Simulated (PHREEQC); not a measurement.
1 kg of water holding 14 mmol/kgw KHCO3, 140 mmol/kgw K2CO3 and 6.8 mmol/kgw K2SO4 is evaporated at 20 °C; the solids stay in contact with the brine. CO2 from the air is kept out. Solids allowed: Arcanite, Kalicinite, Misenite. Others were left out.

Model: Pitzer model, pitzer.dat, run in PHREEQC.

| water left (kg) | ionic strength | water activity | Arcanite (mol) | C in solution (mol/kgw) | K in solution (mol/kgw) |
|---|---|---|---|---|---|
| 1 | 0.454 | 0.993 | 0 | 0.154 | 0.308 |
| 0.8219 | 0.552 | 0.992 | 0 | 0.187 | 0.374 |
| 0.6755 | 0.672 | ___ | 0 | 0.228 | 0.455 |
| 0.5552 | 0.818 | ___ | 0 | 0.277 | 0.554 |
| 0.4563 | 0.995 | 0.985 | 0 | 0.337 | 0.674 |
| 0.3751 | 1.21 | ___ | 0 | 0.411 | 0.820 |
| 0.3083 | 1.47 | 0.979 | 0 | 0.500 | 0.998 |
| 0.2534 | 1.79 | 0.974 | 0 | 0.608 | 1.21 |
| 0.2082 | 2.18 | 0.969 | 0 | 0.740 | 1.48 |
| 0.1711 | 2.65 | 0.962 | 0 | 0.900 | 1.80 |
| 0.1407 | 3.23 | 0.953 | 0 | 1.09 | 2.19 |
| 0.1156 | 3.93 | 0.942 | 0 | 1.33 | 2.66 |
| 0.09503 | 4.78 | 0.928 | 0 | 1.62 | 3.24 |
| 0.0781 | 5.82 | 0.909 | 0 | 1.97 | 3.94 |
| 0.06419 | 6.97 | ___ | ___ | 2.40 | 4.72 |
| 0.05277 | 8.37 | 0.857 | 0.00420 | 2.92 | 5.67 |
| 0.04336 | 10.1 | 0.818 | 0.00541 | 3.55 | 6.84 |
| 0.03565 | 12.2 | 0.767 | ___ | 4.32 | 8.28 |
| 0.02931 | 14.8 | 0.702 | 0.00649 | 5.25 | 10.1 |

Complete the blanks.


- 0.6755, water activity: 0.990
- 0.5552, water activity: 0.988
- 0.3751, water activity: 0.982
- 0.06419, water activity: 0.887
- 0.06419, Arcanite (mol): 0.00223
- 0.03565, Arcanite (mol): 0.00611

Species that the database lacks are ignored.
